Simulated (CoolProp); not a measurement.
Vapour-liquid equilibrium of hydrogen sulfide (1) + benzene (2) at 38.75 °C; x and y are mole fractions of (1).

The numbers come from the multi-fluid Helmholtz-energy mixture model, Lemmon 2006 and Thol 2012; pair parameters Bell 2016 in CoolProp.

| x | bubble pressure (MPa) | y at the bubble point | dew pressure at overall composition x (MPa) | liquid density (mol/L) |
|---|---|---|---|---|
| 0.05 | 0.1426 | 0.840 | 0.02439 | 11.33 |
| 0.15 | 0.3766 | [?] | 0.02726 | 12.04 |
| 0.25 | 0.6108 | 0.966 | 0.03089 | 12.83 |
| 0.35 | 0.8515 | 0.977 | 0.03564 | 13.71 |
| 0.45 | 1.103 | 0.984 | 0.04209 | 14.67 |
| 0.55 | 1.369 | [?] | 0.05139 | 15.75 |
| 0.65 | 1.651 | 0.992 | 0.06596 | 16.93 |
| 0.75 | 1.949 | 0.994 | 0.09201 | 18.23 |
| 0.85 | 2.265 | 0.997 | 0.1520 | 19.63 |
| 0.95 | [?] | 0.999 | 0.4337 | 21.04 |

Problem. What belongs in the gaps?

Solution. 
- 0.15, y at the bubble point: 0.942
- 0.55, y at the bubble point: 0.988
- 0.95, bubble pressure (MPa): 2.602

No azeotrope shows between x = 0.05 and 0.95.

The pair parameters rest on a limited set of measurements; away from them the model extrapolates.
